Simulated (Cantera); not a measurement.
## Adiabatic ignition

An adiabatic, constant-pressure homogeneous reactor starts with 13.1 % H₂, 18.3 % O₂, 68.6 % N₂, at 1748 K and 110000 Pa.

Computed with Cantera and GRI-Mech 3.0 (53 species, 325 reactions).

```csv
t (s),T (K),x H₂,x O₂,x OH,x HO₂,x NO,x H₂O,x NO₂
3.00e-6,1748,0.131,0.183,5.43e-5,7.79e-6,1.08e-11,0.000188,<1e-12
9.17e-6,1832,0.0149,0.111,0.0181,3.07e-5,4.96e-6,0.0885,1.15e-9
2.80e-5,2095,0.0114,0.111,0.0220,1.78e-5,3.80e-5,0.102,9.86e-9
8.57e-5,2359,0.00653,0.114,0.0215,9.41e-6,0.000126,0.117,4.80e-8
0.000262,2513,0.00283,0.118,0.0162,1.08e-5,0.000432,0.127,2.77e-7
0.000801,2527,0.00244,0.118,0.0152,1.16e-5,0.00123,0.129,8.38e-7
0.00245,2524,0.00241,0.117,0.0150,1.14e-5,0.00349,0.129,2.37e-6
0.00749,2516,0.00235,0.115,0.0146,1.10e-5,0.00870,0.129,5.89e-6
0.0229,2507,0.00228,0.112,0.0141,1.06e-5,0.0148,0.130,1.00e-5
0.0700,2505,0.00227,0.112,0.0140,1.05e-5,0.0162,0.130,1.09e-5
0.214,2505,0.00227,0.112,0.0140,1.05e-5,0.0162,0.130,1.09e-5
0.654,2505,0.00227,0.112,0.0140,1.05e-5,0.0162,0.130,1.09e-5
2.00,2505,0.00227,0.112,0.0140,1.05e-5,0.0162,0.130,1.09e-5
```
x: mole fraction; the columns are a selection and need not sum to one.

```json
{
 "time_of_steepest_temperature_rise": "7.48 µs",
 "temperature at 2.00 s": "2505 K",
 "equilibrium_temperature": "2505 K",
 "x(H₂) at 2.00 s": "0.00227 (gas-phase equilibrium 0.00227)",
 "x(O₂) at 2.00 s": "0.112 (gas-phase equilibrium 0.112)",
 "x(OH) at 2.00 s": "0.0140 (gas-phase equilibrium 0.0140)"
}
```
